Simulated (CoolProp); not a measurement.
Vapour-liquid equilibrium of n-hexane (1) + n-decane (2) at 423.8 K; x and y are mole fractions of (1).

The numbers come from the multi-fluid Helmholtz-energy mixture model, Thol 2019 and Lemmon 2006; pair parameters Kunz 2012 in CoolProp.

Question: Give the bubble pressure and the first vapour's composition at x = 0.05, 0.65, 0.85. Is there an azeotrope?

Answer: x = 0.05: 0.08188 MPa, y = 0.366; x = 0.65: 0.4794 MPa, y = 0.950; x = 0.85: 0.6359 MPa, y = 0.982. No azeotrope shows between x = 0.05 and 0.95.

Pair parameters are fitted to limited data, so mixtures are less certain than the pure fluids.
